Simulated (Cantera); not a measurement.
A freely propagating, adiabatic, planar premixed flame of CH₄ : O₂ : N₂ = 1 : 1.43 : 5.37 (molar parts), unburnt at 475 K and 760 Torr; mixture-averaged transport, grid criteria slope 0.08 and curve 0.16, no radiation.

Detailed kinetics in Cantera: GRI-Mech 3.0 (53 species, 325 reactions). Burning velocities carry a grid error of a few per cent, more on coarse grids.

Task: How do the results move with these cheaper or finer settings: unity-Lewis-number transport; multicomponent transport; multicomponent+Soret transport; grid criteria slope 0.5, curve 1; grid criteria slope 0.25, curve 0.5; grid criteria slope 0.03, curve 0.06?

Result: 
```
setting                               laminar burning velocity  thermal thickness  peak x(C₂H₄)  peak x(OH)  grid points
------------------------------------  ------------------------  -----------------  ------------  ----------  -----------
as above                                             40.8 cm/s           0.622 mm       0.00186     0.00148          150
unity-Lewis-number transport                         27.7 cm/s           0.803 mm       0.00134     0.00196          135
multicomponent transport                             40.7 cm/s           0.632 mm       0.00189     0.00147          150
multicomponent+Soret transport                       41.3 cm/s           0.614 mm       0.00184     0.00160          151
grid criteria slope 0.5, curve 1                     45.6 cm/s           0.691 mm       0.00187     0.00156           33
grid criteria slope 0.25, curve 0.5                  41.7 cm/s           0.650 mm       0.00187     0.00148           53
grid criteria slope 0.03, curve 0.06                 40.4 cm/s           0.616 mm       0.00186     0.00149          332
```
The base run took roughly 4 core-seconds.
Unity Lewis numbers drop preferential diffusion, which matters most where H2 and H carry the flame; Soret adds thermal diffusion.
